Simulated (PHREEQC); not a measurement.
## Buffer (model solution)

Dissolve 0.015 mol H3BO3 and 0.011 mol Na2HPO4 per kg of water at 55 °C. Closed to the air; pH follows from the charge balance.

Model: ion-association model, phreeqc.dat, run in PHREEQC.

Each row changes one thing in this solution. No solid was allowed to form.

```csv
case,pH,ionic strength (mol/kgw),H3BO3 (mol/kgw),H2BO3- (mol/kgw)
as made,7.85,0.0315,0.0139,0.00112
diluted 5-fold with water,7.92,0.00633,0.00276,0.000239
diluted 10-fold with water,?,0.00317,0.00138,0.000121
Na2HPO4 left out,5.42,3.79e-6,0.0150,3.77e-6
Na2HPO4 from 0.011 to 0.0055 mol/kgw,?,0.0156,0.0142,0.000814
Na2HPO4 from 0.011 to 0.0165 mol/kgw,7.92,0.0473,0.0137,?
```

Problem. Some entries are withheld; supply them.

Solution. 
- diluted 10-fold with water, pH: 7.94
- Na2HPO4 from 0.011 to 0.0055 mol/kgw, pH: 7.72
- Na2HPO4 from 0.011 to 0.0165 mol/kgw, H2BO3- (mol/kgw): 0.00133

Away from 25 °C the constants follow the database's enthalpies or fits; those with neither stay at their 25 °C values.
